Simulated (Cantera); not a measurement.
Feed: 1 mol SiH₄, 2.2 mol N₂, at 1325 K and 3.80 mbar.

Cantera equilibrium calculation (NASA polynomials, part measured and part estimated; ideal gas, pure solids and liquids). Candidate condensed phases: Si, Si₃N₄; 18 gas species. N₂ is the only nitrogen source here; it is nearly inert below about 1500 K, so the nitride shown seldom forms there in practice. The numbers say what is thermodynamically allowed, not how fast it happens.

Base state: H₂ 0.566, N₂ 0.434, H 2.00e-5 (mole fractions); condensed: Si₃N₄(s).

Task: What changes in the equilibrium state with this change: SiH₄ replaced by SiF₄?

Result: 
```
species         before  after
-------------  -------  -----
N₂               0.434  0.688
SiF₄                 0  0.312
H₂               0.566      0
H              2.00e-5      0
Si₃N₄(s), mol    0.333      0
```
